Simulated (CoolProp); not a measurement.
Vapour-liquid equilibrium of R13 (1) + propylene (2) at 1 MPa; x and y are mole fractions of (1).

Computed with CoolProp (multi-fluid Helmholtz-energy mixture model, Platzer 1990 and Lemmon 2013; pair parameters Bell 2016). This equation is an older, rougher fit; its heat capacities, sound speeds and derivatives of the liquid may be far off and weren't checked against measurements.

```
x     bubble temperature, mixture model (K)  bubble temperature, Raoult's law (K)  y, mixture model  y, Raoult's law
----  -------------------------------------  ------------------------------------  ----------------  ---------------
0.05                                  286.6                                 288.6             0.161            0.143
0.15                                  277.2                                 281.7             0.389            0.365
0.25                                  270.4                                 275.8             0.535            0.527
0.35                                  265.3                                 270.7             0.635            0.648
0.45                                  261.4                                 266.2             0.709            0.740
0.55                                  258.3                                 262.2             0.768            0.813
0.65                                  255.7                                 258.7             0.820            0.871
0.75                                  253.5                                 255.5             0.869            0.917
0.85                                  251.4                                 252.6             0.918            0.955
0.95                                  249.6                                 249.9             0.971            0.986
```

The largest gap from Raoult's law is -5.4 K in bubble temperature, at x = 0.35. No azeotrope shows between x = 0.05 and 0.95.

Pair parameters are fitted to limited data, so mixtures are less certain than the pure fluids.
